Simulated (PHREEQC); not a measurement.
0.03 g of hydrous ferric oxide (600 m²/g; 0.2 weak and 0.005 strong sites per Fe, Dzombak-Morel constants, diffuse double layer) in 1 kg of water with 0.3 mol/kgw of an inert sodium salt and 1.2e-06 mol Na2SO4, 4e-05 mol H3BO3 and 0.00011 mol ZnCl2, at 25 °C; the pH is set by adding NaOH or the inert anion's acid. Oxygen alone is held at its pressure in air (log pO2 = -0.68). No CO2 enters from the air. No solid was allowed to form.

Base run: PHREEQC, ion-association model, wateq4f.dat. Each further column changes one thing. The table gives S sorbed (%).

```
pH    base  no electrostatic term (-no_edl)  background salt from 0.3 to 0.03 mol/kgw  oxide from 0.03 to 0.15 g/kgw
----  ----  -------------------------------  ----------------------------------------  -----------------------------
3     38.3                              0.0                                      99.1                           76.2
3.5   37.8                              0.0                                      98.9                     (withheld)
4.5   29.3                              0.0                                      95.8                           68.0
5     19.6                              0.0                                      88.4                           55.2
6      3.7                              0.0                                      35.1                           16.0
6.5    1.2                              0.0                                (withheld)                     (withheld)
7.5    0.3                              0.0                                (withheld)                            0.8
8      0.2                              0.0                                       1.0                            0.3
9      0.0                              0.0                                       0.1                            0.0
9.5    0.0                              0.0                                       0.0                            0.0
10.5   0.0                              0.0                                       0.0                            0.0
11     0.0                              0.0                                       0.0                            0.0
```

Task: What belongs in the gaps?

Result: 
- 3.5, oxide from 0.03 to 0.15 g/kgw: 75.9
- 6.5, background salt from 0.3 to 0.03 mol/kgw: 11.6
- 6.5, oxide from 0.03 to 0.15 g/kgw: 5.6
- 7.5, background salt from 0.3 to 0.03 mol/kgw: 2.4

In at least one series the solution becomes supersaturated in solids that the run did not let form, among them Zn(OH)2-e. The oxide is taken as insoluble; below pH 4 it would dissolve.
